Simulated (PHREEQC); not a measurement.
1.2 g of hydrous ferric oxide (600 m²/g; 0.2 weak and 0.005 strong sites per Fe, Dzombak-Morel constants, diffuse double layer) in 1 kg of water with 0.05 mol/kgw of an inert sodium salt and 7.9e-05 mol/kgw CaCl2, at 25 °C; the pH is set by adding NaOH or the inert anion's acid. O2 is buffered at 0.21 atm. No CO2 enters from the air. No solid was allowed to form.

Equilibrium calculation in PHREEQC: ion-association model, wateq4f.dat.

```
pH    Ca sorbed (%)  surface charge σ (C/m²)  surface potential ψ (mV)
----  -------------  -----------------------  ------------------------
3               0.0                    0.357                       169
3.38            0.0                    0.343                       167
3.75            0.0                    0.318                       163
4.12            0.0                    0.282                       157
4.5             0.0                    0.239                       149
4.88            0.0                    0.195                       138
5.25            0.0                    0.155                       127
5.62            0.0                    0.120                       114
6               0.1                    0.089                        99
6.38            0.3                    0.064                        84
6.75            1.2                    0.045                        67
7.12            4.4                    0.030                        50
7.5            14.8                    0.017                        32
7.88           35.8                    0.007                        14
8.25           61.2                   -0.002                        -4
8.62           83.2                   -0.012                       -22
9              95.2                   -0.023                       -41
```

The oxide is taken as insoluble; below pH 4 it would dissolve.
